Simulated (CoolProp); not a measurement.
Vapour pressure (MPa) of isohexane: the reference equation beside estimates from Tc = 497.7 K, pc = 3.043 MPa, ω = 0.280.

The numbers come from the reference Helmholtz-energy equation of state, Lemmon 2006 in CoolProp. It is a short technical equation, of lower accuracy than the large ones.

```
T (K)  reference  van der Waals  Redlich-Kwong  Soave-Redlich-Kwong
-----  ---------  -------------  -------------  -------------------
311.6    0.04788         0.3364        0.09608              0.04737
313.8    0.05193            [?]         0.1029              0.05142
316.1    0.05646         0.3643         0.1105              0.05595
318.4    0.06130         0.3791         0.1185              0.06078
320.7    0.06646         0.3942         0.1269              0.06594
323      0.07196         0.4098         0.1357              0.07145
325.3    0.07781         0.4258         0.1450              0.07731
327.5    0.08375         0.4415         0.1543              0.08326
329.8    0.09033         0.4583         0.1645              0.08987
332.1    0.09732            [?]         0.1752              0.09688
334.4     0.1047         0.4932         0.1864               0.1043
336.7        [?]            [?]         0.1981               0.1122
339       0.1208         0.5298         0.2103               0.1205
341.2     0.1292            [?]            [?]               0.1289
```

**Question.** What belongs in the gaps?

**Answer.** 
- 313.8, van der Waals: 0.3499
- 332.1, van der Waals: 0.4756
- 336.7, reference: 0.1125
- 336.7, van der Waals: 0.5113
- 341.2, van der Waals: 0.5479
- 341.2, Redlich-Kwong: 0.2226

Absolute difference from the reference over all 14 rows, mean and median: van der Waals 447.2 and 437.2 %, Redlich-Kwong 85.8 and 85.3 %, Soave-Redlich-Kwong 0.6 and 0.6 %.
